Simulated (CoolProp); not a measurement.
Nitrous oxide along the isobar 4090 kPa: fugacity coefficient from the reference equation and from simpler models built on Tc = 36.4 °C, pc = 7245 kPa, ω = 0.161; each cubic takes its own stable root.

The numbers come from the reference Helmholtz-energy equation of state, Lemmon 2006 in CoolProp. It is a short technical equation, of lower accuracy than the large ones.

```json
[
 {"T (°C)": "-56.35", "phase": "liquid", "reference": "0.1227"},
 {"T (°C)": "-44.65", "phase": "liquid", "reference": "0.1875"},
 {"T (°C)": "-32.95", "phase": "liquid", "reference": "0.2712"},
 {"T (°C)": "-21.35", "phase": "liquid", "reference": "0.3735"},
 {"T (°C)": "-9.65", "phase": "liquid", "reference": "0.4953"},
 {"T (°C)": "2.05", "phase": "liquid", "reference": "0.6335"},
 {"T (°C)": "13.65", "phase": "gas", "reference": "0.7550"},
 {"T (°C)": "25.35", "phase": "gas", "reference": "0.7860"},
 {"T (°C)": "37.05", "phase": "gas", "reference": "0.8115"},
 {"T (°C)": "48.75", "phase": "gas", "reference": "0.8330"}
]
```

Question: How far does each simpler model (van der Waals, Soave-Redlich-Kwong, Peng-Robinson) lie from the reference over these 10 states: mean and median of the absolute difference, and the worst?

Answer: 
- van der Waals: mean 52.9 %, median 32.8 %, worst +174.1 % at -56.35 °C and 4090 kPa
- Soave-Redlich-Kwong: mean 1.3 %, median 1.6 %, worst +2.1 % at -9.65 °C and 4090 kPa
- Peng-Robinson: mean 0.9 %, median 0.8 %, worst -1.7 % at 37.05 °C and 4090 kPa

At some of these states van der Waals gives the other phase, because its saturation line lies elsewhere.
